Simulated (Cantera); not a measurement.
Input: 1 mol TEOS, 1.6 mol O₃, 1.3 mol N₂, 0.46 mol CH₄, held at 0.270 bar.

Method: chemical equilibrium by Gibbs-energy minimisation in Cantera with the NASA 1993 tables (ideal gas, pure condensed phases). Candidate condensed phases: C, C₆H₆, C₇H₈, C₈H₁₈, H₂O, Si, SiC, SiO₂, Si₂N₂O, Si₃N₄; 151 gas species. The feed counts by its element totals alone. Mutual solubility and eutectic melting of coexisting phases are not modelled. The tables hold silica as quartz up to 1696 K and as liquid above; real silica turns to tridymite and cristobalite and melts near 1996 K. Gases not in the tables: Si₂H₆ and higher silanes. The numbers say what is thermodynamically allowed, not how fast it happens.

Q: Which condensed phases are stable at each of these points (T (K)): 1225, 1325, 1425, 1525, 1625, 1725, 1825, 1925, 2025?

A: 
```tsv
T (K)	condensed phases	Si condensed (%)
1225	C(graphite) + SiO₂(β-quartz)	100.0
1325	C(graphite) + SiO₂(β-quartz)	100.0
1425	C(graphite) + SiO₂(β-quartz)	100.0
1525	C(graphite) + Si₂N₂O(s)	99.9
1625	C(graphite) + Si₂N₂O(s)	99.0
1725	SiC(s) + Si₂N₂O(s)	93.4
1825	SiC(s) + Si₂N₂O(s)	58.0
1925	SiC(s)	32.3
2025	SiC(s)	31.7
```

From 1225 K to 1425 K the condensed part is C(graphite) + SiO₂(β-quartz). From 1525 K to 1625 K the condensed part is C(graphite) + Si₂N₂O(s). From 1725 K to 1825 K the condensed part is SiC(s) + Si₂N₂O(s). From 1925 K to 2025 K the condensed part is SiC(s).
